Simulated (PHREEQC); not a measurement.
0.5 mol of Cd(OH)2 (Cd(OH)2) is brought to equilibrium with 1 kg of water, with rising amounts of Zn(NO3)2, at 25 °C. Oxygen alone is held at its pressure in air (log pO2 = -0.68). No CO2 enters from the air. Only these solids could form: Cd(OH)2, Zn(OH)2(e).

Base run: PHREEQC, ion-association model, phreeqc.dat. Each further column changes one thing. The table gives Zn+2 (mol/kgw).

```json
[
 {"Zn(NO3)2 added (mol)": "0", "base": "0", "all activity coefficients set to 1": "0", "Davies equation for every ion": "0", "database wateq4f.dat": "0"},
 {"Zn(NO3)2 added (mol)": "0.0208", "base": "0.000137", "all activity coefficients set to 1": "0.000133", "Davies equation for every ion": "0.000140", "database wateq4f.dat": "5.74e-5"},
 {"Zn(NO3)2 added (mol)": "0.0625", "base": "0.000413", "all activity coefficients set to 1": "0.000343", "Davies equation for every ion": "0.000400", "database wateq4f.dat": "(withheld)"},
 {"Zn(NO3)2 added (mol)": "0.0833", "base": "0.000561", "all activity coefficients set to 1": "0.000430", "Davies equation for every ion": "0.000522", "database wateq4f.dat": "(withheld)"},
 {"Zn(NO3)2 added (mol)": "0.104", "base": "0.000717", "all activity coefficients set to 1": "0.000507", "Davies equation for every ion": "(withheld)", "database wateq4f.dat": "(withheld)"},
 {"Zn(NO3)2 added (mol)": "0.146", "base": "0.00107", "all activity coefficients set to 1": "0.000643", "Davies equation for every ion": "0.000859", "database wateq4f.dat": "0.000405"},
 {"Zn(NO3)2 added (mol)": "0.167", "base": "0.00126", "all activity coefficients set to 1": "0.000703", "Davies equation for every ion": "0.000961", "database wateq4f.dat": "0.000473"},
 {"Zn(NO3)2 added (mol)": "0.188", "base": "0.00146", "all activity coefficients set to 1": "0.000759", "Davies equation for every ion": "0.00106", "database wateq4f.dat": "0.000546"},
 {"Zn(NO3)2 added (mol)": "0.229", "base": "0.00190", "all activity coefficients set to 1": "0.000857", "Davies equation for every ion": "0.00123", "database wateq4f.dat": "0.000697"},
 {"Zn(NO3)2 added (mol)": "0.25", "base": "0.00214", "all activity coefficients set to 1": "0.000903", "Davies equation for every ion": "0.00132", "database wateq4f.dat": "0.000781"}
]
```

**Question.** Complete the blanks.

**Answer.** 
- 0.0625, database wateq4f.dat: 0.000165
- 0.0833, database wateq4f.dat: 0.000221
- 0.104, Davies equation for every ion: 0.000638
- 0.104, database wateq4f.dat: 0.000278

 phreeqc.dat and wateq4f.dat share most of their constants, so their agreement is no independent check. Solids allowed in the column 'database wateq4f.dat': Cd(OH)2, Zincite(c).
